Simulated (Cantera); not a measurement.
Input: 1 mol V, 0.51 mol NH3, equilibrated at 0.00133 bar.

Cantera equilibrium calculation (NASA polynomials, part measured and part estimated; ideal gas, pure solids and liquids). Candidate condensed phases: V, VN; 11 gas species. Mutual solubility and eutectic melting of coexisting phases are not modelled. VN: taken at fixed stoichiometry. Condensed phases not in the tables: V2N, N, O or C dissolved in the metal. Kinetics and transport are ignored.

**Question.** At 1152 °C, list the 3 most abundant gas species with their mole fractions, and the condensed phases.

**Answer.** H2 1.000, H 0.000187, N2 5.86e-5. Condensed: V(s) + VN(s).
